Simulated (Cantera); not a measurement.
A Cantera script and what it prints.

```python
import numpy as np
import cantera as ct

gas_names = """
    CL CLO CL2 H HCL HOCL HO2 H2 H2O H2O2 O OH O2 O3 Ti TiCL TiCL2 TiCL3 TiCL4 TiO TiOCL TiOCL2 TiO2
""".split()
cond_names = """
    H2O(s) H2O(L) Ti(a) Ti(b) Ti(L) TiCL2(s) TiCL3(s) TiCL4(L) TiO(a) TiO(b) TiO(L) TiO2(ru) TiO2(L)
    Ti2O3(a) Ti2O3(b) Ti2O3(L) Ti3O5(a) Ti3O5(b) Ti3O5(L) Ti4O7(s) Ti4O7(L)
""".split()


# ... load() reads the species with a 1 bar reference pressure and builds the phases ...
atoms = {
    'TiCl4': {'Ti': 1, 'CL': 4},
    'H2O': {'H': 2, 'O': 1},
}
top_T = {'TiCL2(s)': 1300, 'TiCL3(s)': 1000}  # K; cautious upper limits of use, not melting points


# ... equilibrate(T, P, feed) seeds the gas with the atoms and calls Mixture.equilibrate('TP', solver="vcs", rtol=1e-11, max_steps=5000) ...
results = []
feed = {'TiCl4': 1, 'H2O': 5.8}  # mol
P = 190  # Pa
for T in [1148, 1248, 1348, 1448, 1548, 1648, 1748]:
    mix = equilibrate(T, P, feed)
    results.append((T, P, feed, dict(zip(mix.species_names, mix.species_moles))))
    x = sorted(zip(gas.X, gas.species_names), reverse=True)
    print(f"T = {T:g} K  P = {P:g} Pa  gas = {mix.phase_moles(0):.4g} mol")
    print("   x: " + "  ".join(f"{s} {v:.3e}" for v, s in x if v > 0.001))
    print("   condensed (mol): " + ("  ".join(f"{mix.phase(i).name} {mix.phase_moles(i):.4g}"
          for i in range(1, mix.n_phases) if mix.phase_moles(i) > 1e-12) or "none"))
```

It prints:

```
T = 1148 K  P = 190 Pa  gas = 7.8 mol
   x: HCL 5.127e-01  H2O 4.872e-01
   condensed (mol): TiO2(ru) 1
T = 1248 K  P = 190 Pa  gas = 7.801 mol
   x: HCL 5.124e-01  H2O 4.871e-01
   condensed (mol): TiO2(ru) 1
T = 1348 K  P = 190 Pa  gas = 7.804 mol
   x: HCL 5.116e-01  H2O 4.869e-01
   condensed (mol): TiO2(ru) 1
T = 1448 K  P = 190 Pa  gas = 7.81 mol
   x: HCL 5.098e-01  H2O 4.864e-01  CL 2.392e-03  H2 1.348e-03
   condensed (mol): TiO2(ru) 1
T = 1548 K  P = 190 Pa  gas = 7.823 mol
   x: HCL 5.061e-01  H2O 4.852e-01  CL 5.190e-03  H2 3.026e-03
   condensed (mol): TiO2(ru) 1
T = 1648 K  P = 190 Pa  gas = 7.846 mol
   x: HCL 4.996e-01  H2O 4.829e-01  CL 1.019e-02  H2 6.169e-03
   condensed (mol): TiO2(ru) 1
T = 1748 K  P = 190 Pa  gas = 7.888 mol
   x: HCL 4.887e-01  H2O 4.784e-01  CL 1.837e-02  H2 1.157e-02  OH 1.360e-03
   condensed (mol): TiO2(ru) 1
```

Cantera equilibrium calculation (NASA polynomials, part measured and part estimated; ideal gas, pure solids and liquids). Condensed phases not in the tables: TiOCl.
